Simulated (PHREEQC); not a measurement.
PHREEQC input (ion-association model, wateq4f.dat):

```
PHASES
  Fix_H+
    H+ = H+
    -log_k 0
SOLUTION 1
  temp 20
  units mol/kgw
  pH 7 charge
  Cl 0.01
  Na 0.01
END
SELECTED_OUTPUT 1
  -reset false
  -pH true
  -pe true
  -ionic_strength true
  -water true
  -totals Ca Cl F Na
  -molalities H+ Ca+2 Cl- F- Na+ CaOH+ O2 OH- CaF+ HF
    HF2- H2F2 NaF
  -equilibrium_phases Fluorite Portlandite
PRINT
  -reset false
USE solution 1
EQUILIBRIUM_PHASES 1
  Fix_H+ -5 HCl 10
    -force_equality true
  Fluorite 0 0.05
  Portlandite 0 0
  O2(g) -0.68 10
END
# ... the last block is repeated for the other 12 points of pH, with NaOH or the acid as the point needs
```

Selected output (columns that matter, 9 of 13 rows; pH added in front):

```
pH	mu	Ca	Cl	F	Na	m_H+	m_Ca+2	m_Cl-	m_F-	m_Na+	m_CaOH+	m_OH-	m_NaF	Fluorite
5	0.010667	0.0002196	0.010016	0.00043919	0.01	1.0966e-05	0.00021911	0.010016	0.00043138	0.009998	2.6729e-12	7.5573e-10	2.0036e-06	0.04978
6.33	0.010651	0.00021787	0.010001	0.00043575	0.01	5.1288e-07	0.00021739	0.010001	0.000433	0.009998	5.6709e-11	1.6156e-08	2.0114e-06	0.049782
7	0.010651	0.00021781	0.01	0.00043561	0.01	1.0965e-07	0.00021732	0.01	0.00043307	0.009998	2.6517e-10	7.5567e-08	2.0117e-06	0.049782
7.67	0.010651	0.00021779	0.01	0.00043559	0.01	2.3443e-08	0.00021731	0.01	0.00043308	0.0099983	1.2402e-09	3.5345e-07	2.0118e-06	0.049782
9	0.010658	0.00021781	0.01	0.00043562	0.010008	1.0965e-09	0.0002173	0.01	0.00043313	0.010006	2.6512e-08	7.557e-06	2.0133e-06	0.049782
10.33	0.010813	0.00021828	0.01	0.00043656	0.010162	5.1315e-11	0.00021724	0.01	0.00043404	0.01016	5.6556e-07	0.00016168	2.0459e-06	0.049782
11	0.011413	0.00022008	0.01	0.00044015	0.010761	1.0992e-11	0.00021697	0.01	0.0004375	0.010759	2.6233e-06	0.0007582	2.1723e-06	0.04978
11.67	0.014256	0.00022807	0.01	0.00045613	0.013599	2.3695e-12	0.00021576	0.01	0.00045288	0.013596	1.1831e-05	0.0035869	2.7779e-06	0.049772
13	0.099505	0.00035908	0.01	0.00071815	0.098775	1.2096e-13	0.0001973	0.01	0.00069464	0.098752	0.00016137	0.088614	2.311e-05	0.049641
```

Complexes and solids missing from the database can't appear.
